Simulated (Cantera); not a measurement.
Cantera run, input and output.

```python
import numpy as np
import cantera as ct

gas = ct.Solution("gri30.yaml")
gas.TPX = 1175, 2666, {'H2': 0.02, 'O2': 1, 'H2O': 0.018}
reactor = ct.IdealGasConstPressureReactor(gas, energy="off", clone=False)
net = ct.ReactorNet([reactor])
net.rtol, net.atol = 1e-08, 1e-18
show = ['H2', 'O2', 'H2O', 'H2O2', 'H', 'O', 'OH']
times = np.geomspace(3e-06, 300, 10)

steps = ct.SolutionArray(gas, extra=["t"])
rows = []
print(f"{'t/s':>10s}{'T/K':>9s}{'P/Pa':>11s}" + "".join(f"{s:>11s}" for s in show))
for t in times:
    while net.time < t:
        t_next = net.step()
        steps.append(gas.state, t=t_next)
    rows.append([np.interp(t, steps.t, y) for y in (steps.T, steps.P, *steps(*show).X.T)])
    print(f"{t:10.3e}{rows[-1][0]:9.1f}{rows[-1][1]:11.4g}" + "".join(f"{x:11.3e}" for x in rows[-1][2:]))
rate = np.gradient(steps.T, steps.t)
print("integrator steps:", len(steps.t))
if steps.T.max() > steps.T[0] + 200:
    print(f"time of steepest temperature rise: {steps.t[rate.argmax()]:.4e} s")
gas.TPX = 1175, 2666, {'H2': 0.02, 'O2': 1, 'H2O': 0.018}
gas.equilibrate("TP")
print(f"equilibrium (TP): T = {gas.T:.1f} K  " + "  ".join(f"{s} {gas[s].X[0]:.3e}" for s in show))
```

Result:

```
       t/s      T/K       P/Pa         H2         O2        H2O       H2O2          H          O         OH
 3.000e-06   1175.0       2666  1.927e-02  9.634e-01  1.734e-02  2.455e-16  5.935e-11  3.756e-12  4.028e-12
 2.323e-05   1175.0       2666  1.927e-02  9.634e-01  1.734e-02  1.461e-14  3.292e-10  1.737e-10  1.683e-10
 1.798e-04   1175.0       2666  1.927e-02  9.634e-01  1.734e-02  8.773e-13  1.656e-09  5.245e-09  4.031e-09
 1.392e-03   1175.0       2666  1.924e-02  9.634e-01  1.736e-02  1.224e-10  3.355e-06  1.544e-05  1.042e-05
 1.078e-02   1175.0       2666  1.788e-04  9.537e-01  3.543e-02  1.279e-07  9.046e-04  8.358e-03  1.417e-03
 8.348e-02   1175.0       2666  1.632e-05  9.621e-01  3.670e-02  7.439e-08  2.495e-05  7.641e-04  4.314e-04
 6.463e-01   1175.0       2666  5.096e-07  9.630e-01  3.692e-02  1.270e-08  1.465e-07  2.476e-05  7.824e-05
 5.004e+00   1175.0       2666  2.798e-08  9.630e-01  3.696e-02  1.353e-09  1.980e-09  1.404e-06  1.865e-05
 3.875e+01   1175.0       2666  2.998e-09  9.630e-01  3.696e-02  1.826e-10  7.110e-11  1.526e-07  6.144e-06
 3.000e+02   1175.0       2666  1.735e-09  9.630e-01  3.696e-02  1.129e-10  3.148e-11  8.834e-08  4.673e-06
integrator steps: 1944
equilibrium (TP): T = 1175.0 K  H2 1.735e-09  O2 9.630e-01  H2O 3.696e-02  H2O2 1.129e-10  H 3.148e-11  O 8.834e-08  OH 4.673e-06
```

Model: GRI-Mech 3.0 (53 species, 325 reactions), integrated in Cantera. Radical loss at walls, strong at low pressure, is not modelled.
